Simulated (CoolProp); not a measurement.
Vapour-liquid equilibrium of R143a (1) + R134a (2) at -19.25 °C; x and y are mole fractions of (1).

Values from CoolProp's multi-fluid Helmholtz-energy mixture model, Lemmon and Jacobsen 2000 and Tillner-Roth 1994; pair parameters Lemmon 2004.

**Question.** Give the bubble pressure and the first vapour's composition at x = 0.275, 0.575, 0.725. Is there an azeotrope?

**Answer.** x = 0.275: 187.5 kPa, y = 0.458; x = 0.575: 243.3 kPa, y = 0.748; x = 0.725: 271.5 kPa, y = 0.851. No azeotrope shows between x = 0.05 and 0.95.

The pair parameters rest on a limited set of measurements; away from them the model extrapolates.
